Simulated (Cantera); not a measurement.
A Cantera script and what it prints.

```python
import numpy as np
import cantera as ct

gas_names = [...]  # 139 gases of nasa_gas.yaml made of C, H, N, O, Pb
cond_names = """
    C(gr) C6H6(L) C7H8(L) C8H18(L),n-octa H2O(s) H2O(L) Pb(cr) Pb(L) PbO(rd) PbO(yw) PbO(L) PbO2(s)
    Pb3O4(s)
""".split()


# ... load() reads the species with a 1 bar reference pressure and builds the phases ...
atoms = {
    'PbO': {'Pb': 1, 'O': 1},
    'CH4': {'C': 1, 'H': 4},
    'N2': {'N': 2},
}
top_T = {'C(gr)': 4500, 'Pb3O4(s)': 820}  # K; cautious upper limits of use, not melting points


# ... equilibrate(T, P, feed) seeds the gas with the atoms and calls Mixture.equilibrate('TP', solver="vcs", rtol=1e-11, max_steps=5000) ...
results = []
feed = {'PbO': 1, 'CH4': 0.34, 'N2': 11}  # mol
P = 6700  # Pa
for T in [1648, 1698, 1748, 1798, 1848, 1898, 1948, 1998, 2048, 2098, 2148, 2198]:
    mix = equilibrate(T, P, feed)
    results.append((T, P, feed, dict(zip(mix.species_names, mix.species_moles))))
    x = sorted(zip(gas.X, gas.species_names), reverse=True)
    print(f"T = {T:g} K  P = {P:g} Pa  gas = {mix.phase_moles(0):.4g} mol")
    print("   x: " + "  ".join(f"{s} {v:.3e}" for v, s in x if v > 1e-06))
    print("   condensed (mol): " + ("  ".join(f"{mix.phase(i).name} {mix.phase_moles(i):.4g}"
          for i in range(1, mix.n_phases) if mix.phase_moles(i) > 1e-12) or "none"))
```

It prints:

```
T = 1648 K  P = 6700 Pa  gas = 13.02 mol
   x: N2 8.448e-01  Pb 7.660e-02  H2O 3.837e-02  CO 1.400e-02  H2 1.383e-02  CO2 1.212e-02  PbO 1.979e-04  H 4.046e-05  OH 5.043e-06  Pb2 4.301e-06
   condensed (mol): none
T = 1698 K  P = 6700 Pa  gas = 13.02 mol
   x: N2 8.448e-01  Pb 7.653e-02  H2O 3.857e-02  CO 1.427e-02  H2 1.362e-02  CO2 1.185e-02  PbO 2.633e-04  H 6.520e-05  OH 9.490e-06  Pb2 3.756e-06  NO 1.400e-06
   condensed (mol): none
T = 1748 K  P = 6700 Pa  gas = 13.02 mol
   x: N2 8.448e-01  Pb 7.645e-02  H2O 3.873e-02  CO 1.452e-02  H2 1.343e-02  CO2 1.159e-02  PbO 3.441e-04  H 1.023e-04  OH 1.721e-05  Pb2 3.303e-06  NO 2.853e-06
   condensed (mol): none
T = 1798 K  P = 6700 Pa  gas = 13.02 mol
   x: N2 8.448e-01  Pb 7.635e-02  H2O 3.886e-02  CO 1.477e-02  H2 1.327e-02  CO2 1.135e-02  PbO 4.422e-04  H 1.567e-04  OH 3.017e-05  NO 5.580e-06  Pb2 2.921e-06
   condensed (mol): none
T = 1848 K  P = 6700 Pa  gas = 13.02 mol
   x: N2 8.447e-01  Pb 7.623e-02  H2O 3.895e-02  CO 1.500e-02  H2 1.312e-02  CO2 1.111e-02  PbO 5.593e-04  H 2.347e-04  OH 5.123e-05  NO 1.051e-05  Pb2 2.598e-06
   condensed (mol): none
T = 1898 K  P = 6700 Pa  gas = 13.02 mol
   x: N2 8.447e-01  Pb 7.609e-02  H2O 3.900e-02  CO 1.523e-02  H2 1.300e-02  CO2 1.087e-02  PbO 6.968e-04  H 3.443e-04  OH 8.449e-05  NO 1.911e-05  Pb2 2.321e-06  O2 2.203e-06  O 1.682e-06
   condensed (mol): none
T = 1948 K  P = 6700 Pa  gas = 13.02 mol
   x: N2 8.446e-01  Pb 7.592e-02  H2O 3.899e-02  CO 1.546e-02  H2 1.290e-02  CO2 1.064e-02  PbO 8.559e-04  H 4.959e-04  OH 1.356e-04  NO 3.362e-05  O2 5.064e-06  O 3.862e-06  Pb2 2.083e-06
   condensed (mol): none
T = 1998 K  P = 6700 Pa  gas = 13.03 mol
   x: N2 8.444e-01  Pb 7.573e-02  H2O 3.892e-02  CO 1.569e-02  H2 1.282e-02  CO2 1.041e-02  PbO 1.037e-03  H 7.018e-04  OH 2.119e-04  NO 5.734e-05  O2 1.110e-05  O 8.483e-06  Pb2 1.876e-06
   condensed (mol): none
T = 2048 K  P = 6700 Pa  gas = 13.03 mol
   x: N2 8.442e-01  Pb 7.551e-02  H2O 3.877e-02  CO 1.593e-02  H2 1.277e-02  CO2 1.017e-02  PbO 1.238e-03  H 9.776e-04  OH 3.232e-04  NO 9.490e-05  O2 2.326e-05  O 1.787e-05  Pb2 1.696e-06
   condensed (mol): none
T = 2098 K  P = 6700 Pa  gas = 13.03 mol
   x: N2 8.439e-01  Pb 7.526e-02  H2O 3.851e-02  CO 1.618e-02  H2 1.275e-02  CO2 9.906e-03  PbO 1.457e-03  H 1.342e-03  OH 4.812e-04  NO 1.526e-04  O2 4.655e-05  O 3.614e-05  Pb2 1.538e-06
   condensed (mol): none
T = 2148 K  P = 6700 Pa  gas = 13.04 mol
   x: N2 8.434e-01  Pb 7.499e-02  H2O 3.812e-02  CO 1.645e-02  H2 1.277e-02  CO2 9.619e-03  H 1.819e-03  PbO 1.689e-03  OH 6.993e-04  NO 2.382e-04  O2 8.896e-05  O 7.026e-05  Pb2 1.399e-06
   condensed (mol): none
T = 2198 K  P = 6700 Pa  gas = 13.05 mol
   x: N2 8.428e-01  Pb 7.471e-02  H2O 3.755e-02  CO 1.676e-02  H2 1.284e-02  CO2 9.293e-03  H 2.438e-03  PbO 1.925e-03  OH 9.919e-04  NO 3.610e-04  O2 1.620e-04  O 1.313e-04  Pb2 1.276e-06
   condensed (mol): none
```

Method: chemical equilibrium by Gibbs-energy minimisation in Cantera with the NASA 1993 tables (ideal gas, pure condensed phases). Gases not in the tables: (PbO)n polymers.
